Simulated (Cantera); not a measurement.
Feed: 1 mol Fe3O4, 0.32 mol CH4, 0.013 mol CO, held at 33.0 Pa.

Method: chemical equilibrium by Gibbs-energy minimisation in Cantera with the NASA 1993 tables (ideal gas, pure condensed phases). Candidate condensed phases: C, C6H6, C7H8, C8H18, Fe, Fe(CO)5, FeO, Fe(OH)2, Fe(OH)3, Fe2O3, Fe3O4, H2O; 114 gas species. The tables' stoichiometric FeO is somewhat more stable than real wüstite, so its field is too wide. FeO: taken at fixed stoichiometry. The numbers say what is thermodynamically allowed, not how fast it happens.

log p: log10 of the partial pressure in bar; n: condensed amount in mol.

```csv
T (K),log p H2O,log p CO2,log p H2,log p CO,log p Fe,log p H,n FeO(s),n FeO(l)
1273,-3.80,-4.15,-4.24,-4.38,-10.25,-8.27,3.00,0
1373,-3.79,-4.17,-4.27,-4.34,[?],[?],3.00,0
1473,-3.78,-4.19,-4.29,-4.31,-7.98,-7.05,3.00,0
1573,-3.77,-4.21,-4.32,-4.29,-7.08,-6.55,3.00,0
1673,-3.77,-4.22,-4.34,-4.28,[?],[?],0,3.00
1773,-3.77,-4.23,-4.38,-4.27,-5.65,-5.73,0,2.99
1873,-3.77,-4.24,-4.44,-4.29,-5.11,-5.41,0,2.97
```

Complete the blanks.


- 1373, log p Fe: -9.03
- 1373, log p H: -7.61
- 1673, log p Fe: -6.30
- 1673, log p H: -6.11
